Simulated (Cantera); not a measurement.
Input: 1 mol TiO₂, 0.36 mol H₂, 2.6 mol H₂O, at 1173.15 K and 0.00900 bar.

Method: chemical equilibrium by Gibbs-energy minimisation in Cantera with the NASA 1993 tables (ideal gas, pure condensed phases). Candidate condensed phases: H₂O, Ti, TiO, TiO₂, Ti₂O₃, Ti₃O₅, Ti₄O₇; 12 gas species. The numbers say what is thermodynamically allowed, not how fast it happens.

Base state: H₂O 0.878, H₂ 0.122 (mole fractions); condensed: TiO₂(rutile).

Problem. What changes in the equilibrium state with this change: temperature from 1173.15 K to 1873.15 K?

Solution. 
| species | before | after |
|---|---|---|
| H₂O | 0.878 | 0.875 |
| H₂ | 0.122 | 0.121 |
| H | 4.35e-7 | 0.00237 |
| OH | 2.17e-8 | 0.00133 |
| O₂ | <1e-9 | 6.25e-5 |
| O | <1e-9 | 1.97e-5 |
| TiO₂(rutile), mol | 1.00 | 1.000 |
